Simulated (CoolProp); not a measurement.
A Linde-Hampson liquefier for carbon monoxide: isothermal reversible compression at 300 K from 1 atm to 40 MPa, throttling to 1 atm, return gas leaving the recuperator 10 K below the feed. Each further row changes one setting.

The numbers come from the reference Helmholtz-energy equation of state, Lemmon 2006 in CoolProp. It is a short technical equation, of lower accuracy than the large ones.

```
case                        liquid yield per pass  compression work (kJ/kg of gas)
--------------------------  ---------------------  -------------------------------
as stated                                   0.084                              539
high pressure 80 MPa                        0.044                              629
warm-end temperature 330 K                  0.057                              597
warm-end gap 15 K                           0.073                              539
```
